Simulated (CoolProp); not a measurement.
Saturation properties of methanol (Tc = 513.4 K, pc = 82.16 bar, ω = 0.565).

Values from CoolProp's reference Helmholtz-energy equation of state, de Reuck 1993.

```json
[
 {"T (K)": "301.3", "p (bar)": "0.1996", "enthalpy of vaporisation (kJ/kg)": "1164", "vapour viscosity (µPa s)": "9.72"},
 {"T (K)": "322.4", "p (bar)": "0.5390", "enthalpy of vaporisation (kJ/kg)": "1129", "vapour viscosity (µPa s)": "10.4"},
 {"T (K)": "343.4", "p (bar)": "1.266", "enthalpy of vaporisation (kJ/kg)": "1090", "vapour viscosity (µPa s)": "11.0"},
 {"T (K)": "364.5", "p (bar)": "2.675", "enthalpy of vaporisation (kJ/kg)": "1043", "vapour viscosity (µPa s)": "11.6"},
 {"T (K)": "385.5", "p (bar)": "5.147", "enthalpy of vaporisation (kJ/kg)": "988.7", "vapour viscosity (µPa s)": "12.1"},
 {"T (K)": "406.6", "p (bar)": "9.218", "enthalpy of vaporisation (kJ/kg)": "922.3", "vapour viscosity (µPa s)": "12.7"},
 {"T (K)": "427.6", "p (bar)": "15.48", "enthalpy of vaporisation (kJ/kg)": "841.7", "vapour viscosity (µPa s)": "13.2"},
 {"T (K)": "448.7", "p (bar)": "24.75", "enthalpy of vaporisation (kJ/kg)": "745.4", "vapour viscosity (µPa s)": "13.8"},
 {"T (K)": "469.8", "p (bar)": "37.80", "enthalpy of vaporisation (kJ/kg)": "639.6", "vapour viscosity (µPa s)": "14.8"}
]
```

It boils at 337.6 K under 1 atm.

Viscosity comes from a separate model (Xiang 2006).
